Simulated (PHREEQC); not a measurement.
1.3 g of hydrous ferric oxide (600 m²/g; 0.2 weak and 0.005 strong sites per Fe, Dzombak-Morel constants, diffuse double layer) in 1 kg of water with 0.005 mol/kgw of an inert sodium salt and 0.025 mmol/kgw ZnSO4, at 25 °C; the pH is set by adding NaOH or the inert anion's acid. O2 is buffered at 0.21 atm. No CO2 enters from the air. Precipitation was switched off in this run.

Base run: PHREEQC, ion-association model, wateq4f.dat. Each further column changes one thing. The table gives S sorbed (%).

```json
[
 {"pH": "4", "base": "100.0", "no electrostatic term (-no_edl)": "0.6", "background salt from 0.005 to 0.0005 mol/kgw": "100.0", "oxide from 1.3 to 6.5 g/kgw": "100.0", "0.0024 mol/kgw Ag2SO4 added": "56.3"},
 {"pH": "4.5", "base": "100.0", "no electrostatic term (-no_edl)": "0.6", "background salt from 0.005 to 0.0005 mol/kgw": "100.0", "oxide from 1.3 to 6.5 g/kgw": "100.0", "0.0024 mol/kgw Ag2SO4 added": "54.6"},
 {"pH": "5", "base": "100.0", "no electrostatic term (-no_edl)": "0.6", "background salt from 0.005 to 0.0005 mol/kgw": "100.0", "oxide from 1.3 to 6.5 g/kgw": "100.0", "0.0024 mol/kgw Ag2SO4 added": "50.5"},
 {"pH": "6", "base": "98.6", "no electrostatic term (-no_edl)": "0.7", "background salt from 0.005 to 0.0005 mol/kgw": "99.3", "oxide from 1.3 to 6.5 g/kgw": "99.7", "0.0024 mol/kgw Ag2SO4 added": "33.9"},
 {"pH": "6.5", "base": "91.0", "no electrostatic term (-no_edl)": "0.7", "background salt from 0.005 to 0.0005 mol/kgw": "94.5", "oxide from 1.3 to 6.5 g/kgw": "98.1", "0.0024 mol/kgw Ag2SO4 added": "23.0"},
 {"pH": "7", "base": "57.1", "no electrostatic term (-no_edl)": "0.8", "background salt from 0.005 to 0.0005 mol/kgw": "66.2", "oxide from 1.3 to 6.5 g/kgw": "86.9", "0.0024 mol/kgw Ag2SO4 added": "12.2"},
 {"pH": "7.5", "base": "14.1", "no electrostatic term (-no_edl)": "1.0", "background salt from 0.005 to 0.0005 mol/kgw": "18.1", "oxide from 1.3 to 6.5 g/kgw": "43.9", "0.0024 mol/kgw Ag2SO4 added": "4.0"},
 {"pH": "8", "base": "1.8", "no electrostatic term (-no_edl)": "1.1", "background salt from 0.005 to 0.0005 mol/kgw": "2.3", "oxide from 1.3 to 6.5 g/kgw": "8.2", "0.0024 mol/kgw Ag2SO4 added": "0.6"},
 {"pH": "9", "base": "0.0", "no electrostatic term (-no_edl)": "0.6", "background salt from 0.005 to 0.0005 mol/kgw": "0.0", "oxide from 1.3 to 6.5 g/kgw": "0.1", "0.0024 mol/kgw Ag2SO4 added": "0.0"},
 {"pH": "9.5", "base": "0.0", "no electrostatic term (-no_edl)": "0.3", "background salt from 0.005 to 0.0005 mol/kgw": "0.0", "oxide from 1.3 to 6.5 g/kgw": "0.0", "0.0024 mol/kgw Ag2SO4 added": "0.0"},
 {"pH": "10", "base": "0.0", "no electrostatic term (-no_edl)": "0.1", "background salt from 0.005 to 0.0005 mol/kgw": "0.0", "oxide from 1.3 to 6.5 g/kgw": "0.0", "0.0024 mol/kgw Ag2SO4 added": "0.0"}
]
```

 In at least one series the solution becomes supersaturated in solids that the run did not let form, among them Ag2O.
